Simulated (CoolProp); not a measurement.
Computed with CoolProp (reference Helmholtz-energy equation of state, Lemmon 2005). It is a short technical equation, of lower accuracy than the large ones.

Question: Give the vapour pressure (MPa), liquid cp (kJ/(kg K)), vapour Z, surface tension (mN/m) of saturated isobutene at 324.2, 346.1, 378.8 K.

Answer: 
| T (K) | p (MPa) | liquid cp (kJ/(kg K)) | vapour Z | surface tension (mN/m) |
|---|---|---|---|---|
| 324.2 | 0.627 | 2.54 | 0.855 | 8.68 |
| 346.1 | 1.05 | 2.72 | 0.794 | 6.26 |
| 378.8 | 2.04 | 3.21 | 0.667 | 2.97 |

Surface tension comes from a separate correlation (Mulero 2012).
